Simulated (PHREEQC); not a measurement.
## Acid rinse or clean

Make-up at 25 °C: 7.3 mmol/kgw H2SO4, 0.84 mmol/kgw FeCl3 and 6.4 mmol/kgw KCl. Closed to the air; pH follows from the charge balance.

Equilibrium calculation in PHREEQC: ion-association model, wateq4f.dat.

Each row changes one thing in this solution. No solid was allowed to form.

```json
[
 {"case": "as made", "pH": "1.97", "ionic strength (mol/kgw)": "0.0235", "SO4-2 (mol/kgw)": "0.00386", "HSO4- (mol/kgw)": "0.00259", "KSO4- (mol/kgw)": "9.49e-5"},
 {"case": "FeCl3 replaced by RbCl at the same molality", "pH": "1.98", "ionic strength (mol/kgw)": "0.0232", "SO4-2 (mol/kgw)": "0.00434", "HSO4- (mol/kgw)": "[?]", "KSO4- (mol/kgw)": "0.000107"},
 {"case": "diluted 2-fold with water", "pH": "2.24", "ionic strength (mol/kgw)": "0.0126", "SO4-2 (mol/kgw)": "0.00233", "HSO4- (mol/kgw)": "0.000938", "KSO4- (mol/kgw)": "3.29e-5"},
 {"case": "temperature from 25 to 55 °C", "pH": "[?]", "ionic strength (mol/kgw)": "0.0216", "SO4-2 (mol/kgw)": "[?]", "HSO4- (mol/kgw)": "0.00362", "KSO4- (mol/kgw)": "0.000112"},
 {"case": "0.01 mol/kgw TMAH added", "pH": "2.50", "ionic strength (mol/kgw)": "0.0265", "SO4-2 (mol/kgw)": "0.00537", "HSO4- (mol/kgw)": "0.00105", "KSO4- (mol/kgw)": "0.000128"}
]
```

**Question.** Complete the blanks.

**Answer.** 
- FeCl3 replaced by RbCl at the same molality, HSO4- (mol/kgw): 0.00285
- temperature from 25 to 55 °C, pH: 2.01
- temperature from 25 to 55 °C, SO4-2 (mol/kgw): 0.00287

Species that the database lacks are ignored. Some of these states are supersaturated (in Hematite (slow to form), Goethite (slow to form), Jarosite-K, for instance). (CH3)4N+ isn't in the database: it is added as a free cation with an ion size of 4 Å. Away from 25 °C the constants follow the database's enthalpies or fits; those with neither stay at their 25 °C values.
